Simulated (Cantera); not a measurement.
What does this Cantera script print?

```python
import numpy as np
import cantera as ct

gas = ct.Solution("h2o2.yaml")


def delay(T, t_max=10):
    gas.TPX = T, 100000, {'H2': 1, 'O2': 0.238, 'N2': 0.595}
    reactor = ct.IdealGasConstPressureReactor(gas, clone=False)
    net = ct.ReactorNet([reactor])
    net.rtol, net.atol = 1e-8, 1e-16
    while net.time < t_max:
        t_old, T_old = net.time, reactor.T
        net.step()
        if reactor.T > T + 400:  # ignition: a rise of 400 K
            return t_old + (T + 400 - T_old) / (reactor.T - T_old) * (net.time - t_old)
    return np.nan


taus = []
for T in [1025, 1075, 1125, 1175, 1225, 1275, 1325, 1375]:
    taus.append(delay(T))
    print(f"T0 = {T:6g} K   tau = {taus[-1]:.4e} s")

# d ln(tau) / d ln(k), from doubling and halving each rate constant
T, sens = 1375, []
for i in range(gas.n_reactions):
    gas.set_multiplier(2.0, i)
    up = delay(T)
    gas.set_multiplier(0.5, i)
    down = delay(T)
    gas.set_multiplier(1.0, i)
    sens.append((np.log(up / down) / np.log(4.0), gas.reaction(i).equation))
sens.sort(key=lambda x: -abs(x[0]))
print(f"sensitivities at {T} K")
for s, eq in sens[:10]:
    print(f"{s:8.3f}  {eq}")
```

It prints:

```
T0 =   1025 K   tau = 2.1052e-04 s
T0 =   1075 K   tau = 1.1233e-04 s
T0 =   1125 K   tau = 7.3202e-05 s
T0 =   1175 K   tau = 5.2305e-05 s
T0 =   1225 K   tau = 3.9545e-05 s
T0 =   1275 K   tau = 3.1142e-05 s
T0 =   1325 K   tau = 2.5350e-05 s
T0 =   1375 K   tau = 2.1253e-05 s
sensitivities at 1375 K
  -0.681  H + O2 <=> O + OH
  -0.099  H2 + O <=> H + OH
  -0.058  H + HO2 <=> H2 + O2
  -0.044  H2 + OH <=> H + H2O
  -0.040  H + O2 + H2O <=> HO2 + H2O
  -0.025  2 H + H2O <=> H2 + H2O
  -0.018  H + OH + M <=> H2O + M
  -0.008  2 H + M <=> H2 + M
  -0.008  2 H + H2 <=> H2 + H2
  -0.007  H + HO2 <=> 2 OH
```

Detailed kinetics in Cantera: the H2/O2 subset of GRI-Mech 3.0, which has no nitrogen chemistry. Where the delays flatten at high temperature, the 400 K rule measures the pace of heat release, not the induction time.
